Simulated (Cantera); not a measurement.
A Cantera script and what it prints.

```python
import numpy as np
import cantera as ct

gas_names = """
    N NO NO2 NO3 N2 N2O O O2 O3 Si SiN SiO SiO2 Si2 Si2N Si3
""".split()
cond_names = """
    Si(cr) Si(L) SiO2(Lqz) SiO2(hqz) SiO2(L) Si2N2O(s) Si3N4(a)
""".split()


# ... load() reads the species with a 1 bar reference pressure and builds the phases ...
atoms = {
    'Si3N4': {'Si': 3, 'N': 4},
    'N2O': {'N': 2, 'O': 1},
    'N2': {'N': 2},
}
top_T = {'Si2N2O(s)': 2100, 'Si3N4(a)': 2400}  # K; cautious upper limits of use, not melting points


# ... equilibrate(T, P, feed) seeds the gas with the atoms and calls Mixture.equilibrate('TP', solver="vcs", rtol=1e-11, max_steps=5000) ...
results = []
feed = {'Si3N4': 1, 'N2O': 1.1, 'N2': 110}  # mol
P = 8700  # Pa
for T in [1398, 1448, 1498, 1548, 1598, 1648, 1698, 1748, 1798, 1848, 1898, 1948, 1998]:
    mix = equilibrate(T, P, feed)
    results.append((T, P, feed, dict(zip(mix.species_names, mix.species_moles))))

top = {s: max(r[3][s] / sum(r[3][g] for g in gas_names) for r in results) for s in gas_names}
cols = sorted((s for s in top if top[s] > 0.001), key=lambda s: -top[s])[:6]
seen = [c for c in cond_names if any(r[3].get(c, 0) > 1e-12 for r in results)]
print("log10 of partial pressures in bar; condensed amounts in mol")
print(f"{'T/K':>10s}" + "".join(f"{s[:9]:>10s}" for s in cols + seen))
for T, P, feed, n in results:
    ng = sum(n[g] for g in gas_names)
    print(f"{T:10.4g}" + "".join(f"{np.log10(max(n[s] / ng * P / 1e5, 1e-99)):10.3f}" for s in cols)
          + "".join(f"{n.get(c, 0):10.4g}" for c in seen))
```

Result:

```
log10 of partial pressures in bar; condensed amounts in mol
       T/K        N2       SiO     Si(L) Si2N2O(s)  Si3N4(a)
      1398    -1.060    -8.620         0       1.1    0.2667
      1448    -1.060    -7.873         0       1.1    0.2667
      1498    -1.060    -7.177         0       1.1    0.2667
      1548    -1.060    -6.528         0       1.1    0.2668
      1598    -1.060    -5.920         0     1.098    0.2672
      1648    -1.061    -5.349         0     1.094    0.2686
      1698    -1.061    -4.814         0      1.08    0.2732
      1748    -1.061    -4.309         0     1.037    0.2875
      1798    -1.061    -3.834         0    0.9118    0.3291
      1848    -1.063    -3.385         0    0.5684    0.4427
      1898    -1.065    -3.072         0         0    0.6292
      1948    -1.065    -3.072         0         0    0.6203
      1998    -1.065    -3.077     1.827         0         0
```

Equilibrium computed with Cantera from the NASA thermochemical tables; the gas is ideal and each condensed phase is pure. Mutual solubility and eutectic melting of coexisting phases are not modelled. The tables' values for SiN are old estimates; treat these amounts as uncertain.
